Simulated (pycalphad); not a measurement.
# Effect of B content in Ti-Hf-B

Computed with pycalphad from the COST 507 light-alloy database (1999), at 1 atm. The database dates from 1999; later assessments differ in places, in temperatures and in the compounds included. Amounts are mole fractions of atoms. Kinetics are ignored, which matters at the lower temperatures.

```csv
alloy,liquidus (K),first solid,solidus (K),phases at 730 K
Ti-4.08Hf-0.08B (at.%),[?],bcc,[?],[?]
Ti-4.08Hf-0.34B (at.%),1926,bcc,1815,"hcp 0.99, BM 0.01"
Ti-4.08Hf-0.51B (at.%),1922,bcc,1813,"hcp 0.99, BM 0.01"
Ti-4.08Hf-1.02B (at.%),1911,bcc,1814,"hcp 0.98, BM 0.02"
```

### Question
Fill in the missing entries.

### Answer

- Ti-4.08Hf-0.08B (at.%), liquidus (K): 1931
- Ti-4.08Hf-0.08B (at.%), solidus (K): 1887
- Ti-4.08Hf-0.08B (at.%), phases at 730 K: hcp 1.00, BM under 0.01

Database names, with the compositions (at.%) that they take in these runs: BM: Ti 50 B 50.
